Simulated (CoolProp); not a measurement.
Computed with CoolProp (reference Helmholtz-energy equation of state, Rui 2013).

Q: For R236EA, give the phase and the Z, cp (kJ/(kg K)), cv (kJ/(kg K)), expansivity (1/kK) at 386 K and 495 kPa; 399 K and 495 kPa.

A: 
- 386 K and 495 kPa: gas; Z 0.933, cp 1.01, cv 0.937, expansivity 3.31
- 399 K and 495 kPa: gas; Z 0.941, cp 1.03, cv 0.952, expansivity 3.11
